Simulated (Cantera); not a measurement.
A Cantera script and its output.

```python
import numpy as np
import cantera as ct

surf = ct.Interface("diamond.yaml", "diamond_100")
gas, bulk = surf.adjacent["gas"], surf.adjacent["diamond"]
k = surf.kinetics_species_index(bulk.species_names[0])
cover = ["c6HH", "c6H*", "c6*H", "c6**", "c6HM", "c6B"]

rows, drift = [], 0.0
print(f"{'P':>10s}{'um/h':>11s}" + "".join(f"{s:>11s}" for s in cover))
for v in [440, 850, 1600, 3200, 6100, 12000, 23000, 44000]:
    T, P, xH, xCH3 = 1075, v, 0.0018, 8.2e-05
    gas.TPX = T, P, {"H": xH, "CH3": xCH3, "CH4": 0.009, "H2": 1 - xH - xCH3 - 0.009}
    surf.TP = bulk.TP = T, P
    surf.coverages = "c6H*:0.1, c6HH:0.9"
    surf.advance_coverages(100.0)
    before = surf.coverages
    surf.advance_coverages(100.0)
    drift = max(drift, np.max(np.abs(surf.coverages - before) / (surf.coverages + 1e-9)))
    rate = surf.net_production_rates[k] * bulk.mean_molecular_weight / bulk.density * 3.6e9
    rows.append([rate, *surf[cover].coverages])
    print(f"{v:10.4g}{rate:11.4e}" + "".join(f"{x:11.3e}" for x in rows[-1][1:]))
```

Result:

```
         P       um/h       c6HH       c6H*       c6*H       c6**       c6HM        c6B
       440 3.9661e-02  5.344e-01  2.510e-02  4.223e-01  1.461e-02  2.264e-03  1.076e-10
       850 1.1974e-01  5.331e-01  2.504e-02  4.212e-01  1.458e-02  3.901e-03  3.249e-10
      1600 3.3587e-01  5.314e-01  2.496e-02  4.198e-01  1.453e-02  6.130e-03  9.114e-10
      3200 9.6263e-01  5.292e-01  2.486e-02  4.179e-01  1.446e-02  9.064e-03  2.612e-09
      6100 2.3396e+00  5.272e-01  2.476e-02  4.162e-01  1.440e-02  1.173e-02  6.349e-09
   1.2e+04 5.4328e+00  5.255e-01  2.470e-02  4.147e-01  1.436e-02  1.397e-02  1.474e-08
   2.3e+04 1.1449e+01  5.243e-01  2.469e-02  4.137e-01  1.433e-02  1.542e-02  3.107e-08
   4.4e+04 2.3114e+01  5.237e-01  2.473e-02  4.131e-01  1.433e-02  1.631e-02  6.272e-08
```

Detailed kinetics in Cantera: the Harris–Goodwin 1993 mechanism for the reconstructed diamond (100) surface.
